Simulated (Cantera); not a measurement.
An adiabatic, constant-pressure homogeneous reactor starts with CH4 : CO : O2 : N2 = 1 : 0.44 : 2.58 : 9.71 (molar parts), at 1775 K and 9.87 atm. Integrator tolerance rtol = 1e-08.

Computed with Cantera and GRI-Mech 3.0 (53 species, 325 reactions).

**Question.** What does this change do: pressure from 9.87 atm to 1.18 atm?

**Answer.** 
```csv
quantity,before,after
time of steepest temperature rise,19.2 µs,0.111 ms
temperature at 2.00 s,2958 K,2802 K
equilibrium temperature,2958 K,2802 K
x(CH4) at 2.00 s,<1e-12 (gas-phase equilibrium <1e-12),<1e-12 (gas-phase equilibrium <1e-12)
x(CO) at 2.00 s,0.0345 (gas-phase equilibrium 0.0345),0.0429 (gas-phase equilibrium 0.0429)
x(O2) at 2.00 s,0.0324 (gas-phase equilibrium 0.0324),0.0373 (gas-phase equilibrium 0.0373)
x(HCN) at 2.00 s,3.72e-9 (gas-phase equilibrium 3.72e-9),1.00e-9 (gas-phase equilibrium 1.00e-9)
x(OH) at 2.00 s,0.0190 (gas-phase equilibrium 0.0190),0.0223 (gas-phase equilibrium 0.0223)
x(CO2) at 2.00 s,0.0687 (gas-phase equilibrium 0.0687),0.0590 (gas-phase equilibrium 0.0590)
x(C2H) at 2.00 s,<1e-12 (gas-phase equilibrium <1e-12),<1e-12 (gas-phase equilibrium <1e-12)
```

**Question.** What does this change do: initial temperature 1775 to 1048 K?

**Answer.** 
| quantity | before | after |
|---|---|---|
| time of steepest temperature rise | 19.2 µs | 68.2 ms |
| temperature at 2.00 s | 2958 K | 2597 K |
| equilibrium temperature | 2958 K | 2597 K |
| x(CH4) at 2.00 s | <1e-12 (gas-phase equilibrium <1e-12) | <1e-12 (gas-phase equilibrium <1e-12) |
| x(CO) at 2.00 s | 0.0345 (gas-phase equilibrium 0.0345) | 0.0112 (gas-phase equilibrium 0.0112) |
| x(O2) at 2.00 s | 0.0324 (gas-phase equilibrium 0.0324) | 0.0263 (gas-phase equilibrium 0.0263) |
| x(HCN) at 2.00 s | 3.72e-9 (gas-phase equilibrium 3.72e-9) | 1.82e-10 (gas-phase equilibrium 1.82e-10) |
| x(OH) at 2.00 s | 0.0190 (gas-phase equilibrium 0.0190) | 0.00768 (gas-phase equilibrium 0.00768) |
| x(CO2) at 2.00 s | 0.0687 (gas-phase equilibrium 0.0687) | 0.0944 (gas-phase equilibrium 0.0944) |
| x(C2H) at 2.00 s | <1e-12 (gas-phase equilibrium <1e-12) | <1e-12 (gas-phase equilibrium <1e-12) |

**Question.** What does this change do: N2 9.71 to 14 parts?

**Answer.** 
```tsv
quantity	before	after
time of steepest temperature rise	19.2 µs	24.8 µs
temperature at 2.00 s	2958 K	2803 K
equilibrium temperature	2958 K	2803 K
x(CH4) at 2.00 s	<1e-12 (gas-phase equilibrium <1e-12)	<1e-12 (gas-phase equilibrium <1e-12)
x(CO) at 2.00 s	0.0345 (gas-phase equilibrium 0.0345)	0.0196 (gas-phase equilibrium 0.0196)
x(O2) at 2.00 s	0.0324 (gas-phase equilibrium 0.0324)	0.0224 (gas-phase equilibrium 0.0224)
x(HCN) at 2.00 s	3.72e-9 (gas-phase equilibrium 3.72e-9)	1.13e-9 (gas-phase equilibrium 1.13e-9)
x(OH) at 2.00 s	0.0190 (gas-phase equilibrium 0.0190)	0.0108 (gas-phase equilibrium 0.0108)
x(CO2) at 2.00 s	0.0687 (gas-phase equilibrium 0.0687)	0.0599 (gas-phase equilibrium 0.0599)
x(C2H) at 2.00 s	<1e-12 (gas-phase equilibrium <1e-12)	<1e-12 (gas-phase equilibrium <1e-12)
```
